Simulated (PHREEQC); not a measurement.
Make-up at 30 °C: 0.35 mol MgSO4 and 0.28 mol LiCl per kg of water. Closed to the air; pH follows from the charge balance.

All values are PHREEQC results (Pitzer model, pitzer.dat), not measurements.

No solid was allowed to form.

### Question
What activity of water, osmotic coefficient does the model give?

### Answer
activity of water 0.983; osmotic coefficient 0.737.

Complexes and solids missing from the database can't appear.
